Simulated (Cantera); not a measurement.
Input: 1 mol Ta2O5, 3.5 mol CH4, 0.041 mol CO, held at 1523.15 K and 0.0920 bar.

Method: chemical equilibrium by Gibbs-energy minimisation in Cantera with the NASA 1993 tables (ideal gas, pure condensed phases). Candidate condensed phases: C, C6H6, C7H8, C8H18, H2O, Ta, TaC, Ta2O5; 113 gas species. Mutual solubility and eutectic melting of coexisting phases are not modelled. TaC: taken at fixed stoichiometry. Condensed phases not in the tables: Ta2C. Rates play no part.

Base state: H2 0.733, CO 0.266, H2O 0.00141, CO2 0.000191, H 6.53e-5 (mole fractions); condensed: TaC(s) + Ta2O5(s).

### Question
What changes in the equilibrium state with this change: temperature from 1523.15 K to 2100 K?

### Answer
```json
[
 {"species": "H2", "before": "0.733", "after": "0.724"},
 {"species": "CO", "before": "0.266", "after": "0.264"},
 {"species": "H", "before": "6.53e-5", "after": "0.00874"},
 {"species": "TaO2", "before": "<1e-9", "after": "5.03e-5"},
 {"species": "H2O", "before": "0.00141", "after": "0.00245"},
 {"species": "CO2", "before": "0.000191", "after": "0.000181"},
 {"species": "TaC(s), mol", "before": "1.00", "after": "1.01"},
 {"species": "Ta2O5(s), mol", "before": "0.498", "after": "0"},
 {"species": "Ta2O5(l), mol", "before": "0", "after": "0.496"}
]
```

### Question
What changes in the equilibrium state with this change: pressure from 0.0920 bar to 2.70 bar?

### Answer
| species | before | after |
|---|---|---|
| H2 | 0.733 | 0.730 |
| CO | 0.266 | 0.265 |
| H2O | 0.00141 | 0.00369 |
| CH4 | 2.10e-6 | 0.000683 |
| H | 6.53e-5 | 1.20e-5 |
| TaC(s), mol | 1.00 | 1.01 |
| Ta2O5(s), mol | 0.498 | 0.495 |

### Question
What changes in the equilibrium state with this change: temperature from 1523.15 K to 1348.15 K?

### Answer
```tsv
species	before	after
H2	0.733	0.733
CO	0.266	0.266
H2O	0.00141	0.00105
CH4	2.10e-6	2.87e-5
H	6.53e-5	6.54e-6
CO2	0.000191	0.000194
TaC(s), mol	1.00	1.00
Ta2O5(s), mol	0.498	0.498
```
